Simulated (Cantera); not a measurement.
A perfectly stirred reactor is fed with C2H6 : N2 = 1 : 83 (molar parts), at 32000 Pa; it is held at 1325 K, and followed from long to short residence time.

Cantera simulation using GRI-Mech 3.0 (53 species, 325 reactions); the numbers are that mechanism's predictions, not measurements. GRI-Mech 3.0 stops at C3 and has no aromatics, soot or wall deposition, so with more carbon than oxygen in the feed, carbon stays in small species such as C2H2 where larger ones or solid carbon would form.

Question: What does this change do: C2H6 1 to 0.23 parts?

Answer: 
```tsv
quantity	before	after
x(C2H6) at τ = 17.0 s	2.02e-5	8.14e-6
x(CH4) at τ = 17.0 s	0.00282	0.000786
x(CH3) at τ = 17.0 s	5.30e-6	3.51e-6
x(CH2) at τ = 17.0 s	3.17e-10	4.88e-10
x(HCN) at τ = 17.0 s	8.62e-9	3.44e-8
x(C2H6) at τ = 0.120 s	0.000606	0.000208
x(CH4) at τ = 0.120 s	0.00214	0.000424
x(CH3) at τ = 0.120 s	2.72e-5	1.62e-5
x(CH2) at τ = 0.120 s	8.74e-9	1.34e-8
x(HCN) at τ = 0.120 s	1.17e-8	5.50e-8
```

Question: What does this change do: temperature 1325 to 1925 K?

Answer: 
| quantity | before | after |
|---|---|---|
| x(C2H6) at τ = 17.0 s | 2.02e-5 | 1.19e-8 |
| x(CH4) at τ = 17.0 s | 0.00282 | 5.13e-5 |
| x(CH3) at τ = 17.0 s | 5.30e-6 | 1.16e-5 |
| x(CH2) at τ = 17.0 s | 3.17e-10 | 1.61e-7 |
| x(HCN) at τ = 17.0 s | 8.62e-9 | 0.00354 |
| x(C2H6) at τ = 0.120 s | 0.000606 | 1.59e-6 |
| x(CH4) at τ = 0.120 s | 0.00214 | 0.000476 |
| x(CH3) at τ = 0.120 s | 2.72e-5 | 0.000140 |
| x(CH2) at τ = 0.120 s | 8.74e-9 | 2.26e-6 |
| x(HCN) at τ = 0.120 s | 1.17e-8 | 0.000691 |

Question: What does this change do: temperature 1325 to 1350 K?

Answer: 
```csv
quantity,before,after
x(C2H6) at τ = 17.0 s,2.02e-5,1.59e-5
x(CH4) at τ = 17.0 s,0.00282,0.00303
x(CH3) at τ = 17.0 s,5.30e-6,6.61e-6
x(CH2) at τ = 17.0 s,3.17e-10,4.76e-10
x(HCN) at τ = 17.0 s,8.62e-9,1.67e-8
x(C2H6) at τ = 0.120 s,0.000606,0.000463
x(CH4) at τ = 0.120 s,0.00214,0.00229
x(CH3) at τ = 0.120 s,2.72e-5,3.31e-5
x(CH2) at τ = 0.120 s,8.74e-9,1.30e-8
x(HCN) at τ = 0.120 s,1.17e-8,2.29e-8
```
